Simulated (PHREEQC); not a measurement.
**Acid mine or pickling water (model solution)**

Model water analysis in mmol/kgw, 25 °C, pH 2.64, pe 11:

```tsv
constituent	mmol/kgw
Na	4.05
K	1.92
Ca	5
Mg	0.225
Cl	2.06
S(6)	9.61
B	0.0111
F	0.291
Zn	0.0179
Cu(2)	0.00957
Cd	0.386
```

Cl is adjusted to close the charge balance.
Valence states are taken as typed.

Computed with PHREEQC (ion-association model, phreeqc.dat).

This is a speciation only: nothing precipitates in the calculation.

Question: Estimate the ionic strength, specific conductance.

Answer: ionic strength 0.0276 mol/kgw; specific conductance 2560 µS/cm.

Question: In which forms is F present?

Answer: HF 74 %, F- 26 % of the F.

Species that the database lacks are ignored. Real BF4- forms and hydrolyses slowly; the run takes it at equilibrium.
